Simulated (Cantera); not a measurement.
A closed system holds: 1 mol Fe(CO)₅, 0.4 mol CO, 88 mol N₂, at 1125 K and 6.70 bar.

These are equilibrium values from Cantera (NASA tables, ideal gas, pure condensed phases), not measurements of a reactor. Condensed phases not in the tables: cementite and carbon dissolved in iron. Rates play no part.

```json
[
 {"species": "N₂", "before": "0.943", "after": "0.942"},
 {"species": "CO", "before": "0.0555", "after": "0.0574"},
 {"species": "CO₂", "before": "0.00121", "after": "0.000193"},
 {"species": "C(graphite), mol", "before": "0.112", "after": "0.0180"},
 {"species": "Fe(α), mol", "before": "1.00", "after": "1.00"}
]
```
Gas species are given as mole fractions.

Q: What was changed between the two runs?
A) N₂ from 88 to 0.36 mol
B) N₂ from 88 to 44 mol
C) temperature from 1125 K to 923.15 K
D) pressure from 6.70 bar to 1.00 bar

A: D, pressure from 6.70 bar to 1.00 bar
